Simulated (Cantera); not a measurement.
# Catalytic combustion on Pt

An isothermal plug-flow reactor at 948 K and 1.01 bar (inlet), inlet velocity 0.09 m/s, active area per volume 9300 1/m; feed 0.307 % CH₄, 13.1 % O₂, 86.5 % N₂, equivalence ratio 0.047.

Cantera simulation using Deutschmann's 1995 Pt surface mechanism with GRI-Mech 3.0 gas chemistry; the numbers are that mechanism's predictions, not measurements. Catalytic surfaces can have several steady states; this one follows from the mechanism file's or the stated starting coverage. Mass transfer to the wall is taken as infinitely fast.

```csv
z (m),x CH₄,x O₂,x H₂O,x CO₂,x CO,θ free Pt,θ O*,θ OH*
0.00022,0.00164,0.129,0.00286,0.00143,5.94e-7,0.134,0.865,0.00100
0.00043,0.000895,0.127,0.00434,0.00217,3.25e-7,0.135,0.864,0.00123
0.00084,0.000273,0.126,0.00559,0.00279,9.96e-8,0.135,0.864,0.00140
0.0016,3.02e-5,0.125,0.00607,0.00304,1.11e-8,0.135,0.864,0.00146
0.0031,3.90e-7,0.125,0.00613,0.00307,1.96e-10,0.135,0.864,0.00147
0.006,1.01e-10,0.125,0.00613,0.00307,4.77e-11,0.135,0.864,0.00147
0.012,<1e-12,0.125,0.00613,0.00307,3.75e-11,0.135,0.864,0.00147
0.022,<1e-12,0.125,0.00613,0.00307,2.52e-11,0.135,0.864,0.00147
```
x: gas mole fraction; θ: surface coverage.
